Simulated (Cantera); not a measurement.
A Cantera script and what it prints.

```python
import numpy as np
import cantera as ct

gas_names = """
    B BCL BCL2 BCL3 BH BH2 BH3 BO BOCL BO2 B2 B2O B2O2 B2O3 B3O3CL3 B3O3H3 CL CLO CL2 H HBO HBO2 HCL
    HOCL HO2 H2 H2O H2O2 H3B3O6 O OH O2 O3
""".split()
cond_names = """
    B(b) B(L) B2O3(L) B3O3H3(cr) H2O(s) H2O(L)
""".split()


def load(file, names, dense=False):
    # The tables refer to 1 bar. Condensed volumes are neglected.
    table = {s.name: s for s in ct.Species.list_from_file(file)}
    out = []
    for n in names:
        d = dict(table[n].input_data)
        d["thermo"] = dict(d["thermo"], **{"reference-pressure": 1e5})
        if dense:
            d["equation-of-state"] = {"model": "constant-volume", "density": "1e6 g/cm^3"}
        out.append(ct.Species.from_dict(d))
    return out


gas = ct.Solution(thermo="ideal-gas", species=load("nasa_gas.yaml", gas_names))
cond = {s.name: ct.Solution(thermo="fixed-stoichiometry", species=[s], name=s.name)
        for s in load("nasa_condensed.yaml", cond_names, dense=True)}
atoms = {
    'BCl3': {'B': 1, 'CL': 3},
    'H2O': {'H': 2, 'O': 1},
    'H2': {'H': 2},
}
top_T = {}  # K; cautious upper limits of use, not melting points


def equilibrate(T, P, feed):
    n = {}
    for name, mol in feed.items():
        for a, k in atoms[name].items():
            n[a] = n.get(a, 0.0) + k * mol
    gas.TPX = T, P, n
    mass = sum(n.values()) * gas.mean_molecular_weight
    gas.equilibrate("TP")
    valid = [c for c in cond.values() if c.min_temp <= T <= top_T.get(c.name, c.max_temp)]
    mix = ct.Mixture([(gas, mass / gas.mean_molecular_weight)] + [(c, 0.0) for c in valid])
    mix.T, mix.P = T, P
    mix.equilibrate("TP", solver="vcs", rtol=1e-11, max_steps=5000)
    return mix


results = []
feed = {'BCl3': 1, 'H2O': 0.63, 'H2': 17}  # mol
T = 1473  # K
for P in [10, 63, 400, 2500, 16000, 100000]:
    mix = equilibrate(T, P, feed)
    results.append((T, P, feed, dict(zip(mix.species_names, mix.species_moles))))

top = {s: max(r[3][s] / sum(r[3][g] for g in gas_names) for r in results) for s in gas_names}
cols = sorted((s for s in top if top[s] > 1e-06), key=lambda s: -top[s])[:8]
seen = [c for c in cond_names if any(r[3].get(c, 0) > 1e-12 for r in results)]
print("log10 of partial pressures in bar; condensed amounts in mol")
print(f"{'P/Pa':>10s}" + "".join(f"{s[:9]:>10s}" for s in cols + seen))
for T, P, feed, n in results:
    ng = sum(n[g] for g in gas_names)
    print(f"{P:10.4g}" + "".join(f"{np.log10(max(n[s] / ng * P / 1e5, 1e-99)):10.3f}" for s in cols)
          + "".join(f"{n.get(c, 0):10.4g}" for c in seen))
```

Result:

```
log10 of partial pressures in bar; condensed amounts in mol
      P/Pa        H2       HCL       HBO      BCL3    B3O3H3      BOCL      B2O2   B3O3CL3      B(b)   B2O3(L)
        10    -4.085    -4.837    -5.714    -7.767   -11.574    -6.327    -6.438   -11.519    0.3142         0
        63    -3.285    -4.034    -4.914    -6.559    -9.174    -5.524    -5.638    -9.111    0.3431         0
       400    -2.482    -3.234    -4.121    -5.366    -6.796    -4.735    -4.856    -6.745    0.3501         0
      2500    -1.682    -2.452    -3.417    -4.217    -4.683    -4.048    -4.247    -4.683    0.3467   0.01244
   1.6e+04    -0.867    -1.667    -3.010    -3.085    -3.461    -3.671    -4.247    -3.551    0.3524   0.07963
     1e+05    -0.066    -0.918    -2.609    -2.041    -2.259    -3.323    -4.247    -2.507    0.2225   0.02603
```

Cantera equilibrium calculation (NASA polynomials, part measured and part estimated; ideal gas, pure solids and liquids). Mutual solubility and eutectic melting of coexisting phases are not modelled. The tables' values for BOCl, BCl, BCl2 are old estimates; treat these amounts as uncertain. Gases not in the tables: BHCl2.
